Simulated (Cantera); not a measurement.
**Al(CH3)3 + O2 + N2 (aluminium nitride and oxide growth)**

Charge: 1 mol Al(CH3)3, a varied amount of O2, 2.9 mol N2, held at 1700 K and 133 Pa.

Method: chemical equilibrium by Gibbs-energy minimisation in Cantera with the NASA 1993 tables (ideal gas, pure condensed phases). Candidate condensed phases: Al, AlN, Al2O3, C, C6H6, C7H8, C8H18, H2O; 148 gas species. The feed counts by its element totals alone. Mutual solubility and eutectic melting of coexisting phases are not modelled. The numbers say what is thermodynamically allowed, not how fast it happens.

```json
[
 {"n(O2) (mol)": "1.5", "x H2": "0.452", "x H2O": "8.98e-7", "x O2": "<1e-12", "x CO": "0.302", "x N2": "0.242", "x CO2": "1.76e-7", "n AlN(s)": "0.987", "n Al2O3(s)": "0"},
 {"n(O2) (mol)": "2", "x H2": "0.437", "x H2O": "1.82e-6", "x O2": "<1e-12", "x CO": "0.292", "x N2": "0.267", "x CO2": "3.56e-7", "n AlN(s)": "0.320", "n Al2O3(s)": "0.333"},
 {"n(O2) (mol)": "2.6", "x H2": "0.376", "x H2O": "0.0553", "x O2": "6.57e-9", "x CO": "0.276", "x N2": "0.278", "x CO2": "0.0119", "n AlN(s)": "0", "n Al2O3(s)": "0.500"},
 {"n(O2) (mol)": "3.4", "x H2": "0.258", "x H2O": "0.173", "x O2": "1.37e-7", "x CO": "0.241", "x N2": "0.279", "x CO2": "0.0474", "n AlN(s)": "0", "n Al2O3(s)": "0.500"},
 {"n(O2) (mol)": "4.5", "x H2": "0.122", "x H2O": "0.309", "x O2": "1.94e-6", "x CO": "0.166", "x N2": "0.279", "x CO2": "0.123", "n AlN(s)": "0", "n Al2O3(s)": "0.500"},
 {"n(O2) (mol)": "5.9", "x H2": "0.00689", "x H2O": "0.424", "x O2": "0.00115", "x CO": "0.0151", "x N2": "0.278", "x CO2": "0.273", "n AlN(s)": "0", "n Al2O3(s)": "0.500"},
 {"n(O2) (mol)": "7.8", "x H2": "0.000526", "x H2O": "0.366", "x O2": "0.146", "x CO": "0.00120", "x N2": "0.237", "x CO2": "0.244", "n AlN(s)": "0", "n Al2O3(s)": "0.500"},
 {"n(O2) (mol)": "10", "x H2": "0.000325", "x H2O": "0.310", "x O2": "0.276", "x CO": "0.000742", "x N2": "0.200", "x CO2": "0.207", "n AlN(s)": "0", "n Al2O3(s)": "0.500"},
 {"n(O2) (mol)": "13", "x H2": "0.000223", "x H2O": "0.256", "x O2": "0.400", "x CO": "0.000510", "x N2": "0.165", "x CO2": "0.172", "n AlN(s)": "0", "n Al2O3(s)": "0.500"}
]
```
x: gas mole fraction; n: condensed amount in mol.

At 1.5 mol O2 the condensed part is AlN(s). At 2 mol O2 the condensed part is AlN(s) + Al2O3(s). From 2.6 mol O2 to 13 mol O2 the condensed part is Al2O3(s). The main Al-bearing gas is Al at 1.5 mol O2 and AlO2H at 13 mol O2.
